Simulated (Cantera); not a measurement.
An isothermal, constant-pressure homogeneous reactor starts with NH3 : H2 = 1 : 0.21 (molar parts), at 2075 K and 1.09 atm.

Model: the gas-phase N/H chemistry of the illustrative SiF4/NH3 mechanism in the Surface Chemkin manual (1991), integrated in Cantera. Walls and surfaces, which speed up NH3 decomposition in real reactors, are not modelled.

x: mole fraction; the columns are a selection and need not sum to one.

```csv
t (s),x NH3,x H2,x NH,x NH2,x N,x N2H4,x N2H2
9.00e-5,0.820,0.177,2.17e-5,0.00158,7.72e-7,7.07e-7,9.05e-6
0.000207,0.812,0.183,2.23e-5,0.00159,8.11e-7,7.12e-7,9.15e-6
0.000477,0.792,0.197,2.24e-5,0.00155,8.43e-7,6.83e-7,8.77e-6
0.00110,0.749,0.228,2.25e-5,0.00149,9.06e-7,6.25e-7,7.98e-6
0.00253,0.663,0.291,2.24e-5,0.00135,1.01e-6,5.19e-7,6.54e-6
0.00583,0.512,0.401,2.15e-5,0.00113,1.14e-6,3.59e-7,4.44e-6
0.0134,0.306,0.551,1.89e-5,0.000789,1.26e-6,1.76e-7,2.21e-6
0.0309,?,?,?,?,1.30e-6,?,?
0.0711,0.0212,0.757,6.84e-6,0.000121,1.08e-6,4.15e-9,8.17e-8
0.164,0.00242,0.770,1.68e-6,2.02e-5,3.92e-7,1.15e-10,2.99e-9
0.377,0.000591,0.771,4.43e-7,5.12e-6,1.07e-7,7.39e-12,1.99e-10
0.869,0.000211,0.772,1.59e-7,1.83e-6,3.87e-8,<1e-12,2.63e-11
2.00,8.52e-5,0.772,6.42e-8,7.40e-7,1.56e-8,<1e-12,5.02e-12
```

### Question
What belongs in the gaps?

### Answer

- 0.0309, x NH3: 0.117
- 0.0309, x H2: 0.688
- 0.0309, x NH: 1.37e-5
- 0.0309, x NH2: 0.000407
- 0.0309, x N2H4: 4.69e-8
- 0.0309, x N2H2: 6.69e-7
